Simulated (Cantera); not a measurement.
A closed system holds: 1 mol PbO, 9.5 mol H2, a varied amount of N2, held at 527 °C and 10.0 mbar.

Cantera equilibrium calculation (NASA polynomials, part measured and part estimated; ideal gas, pure solids and liquids). Candidate condensed phases: H2O, Pb, PbO, PbO2, Pb3O4; 27 gas species. The numbers say what is thermodynamically allowed, not how fast it happens.

x: gas mole fraction; n: condensed amount in mol.

```
n(N2) (mol)   x N2   x H2   x H2O    x NH3     x Pb  n Pb(l)
-----------  -----  -----  ------  -------  -------  -------
2.7          0.221  0.697  0.0820  8.18e-6  6.14e-6    1.000
3.6          0.275  0.649  0.0763  8.19e-6  6.14e-6    1.000
4.7          0.331  0.599  0.0704  7.97e-6  6.14e-6    1.000
6.2          0.395  0.541  0.0637  7.48e-6  6.14e-6    1.000
8.2          0.463  0.480  0.0565  6.77e-6  6.14e-6    1.000
11             ___    ___     ___      ___  6.14e-6    1.000
14           0.596  0.362  0.0426  5.02e-6  6.14e-6    1.000
19           0.667  0.298  0.0351  3.98e-6  6.14e-6    1.000
24           0.716  0.254  0.0299  3.23e-6  6.14e-6    1.000
32           0.771  0.205  0.0241  2.43e-6  6.14e-6    1.000
42           0.816  0.165  0.0194  1.81e-6  6.14e-6    1.000
56           0.855    ___     ___      ___  6.14e-6    1.000
73           0.885  0.103  0.0121  9.30e-7  6.14e-6    0.999
```

Some entries are withheld; supply them.


- 56, x H2: 0.130
- 56, x H2O: 0.0153
- 56, x NH3: 1.29e-6
- 11, x N2: 0.537
- 11, x H2: 0.415
- 11, x H2O: 0.0488
- 11, x NH3: 5.85e-6
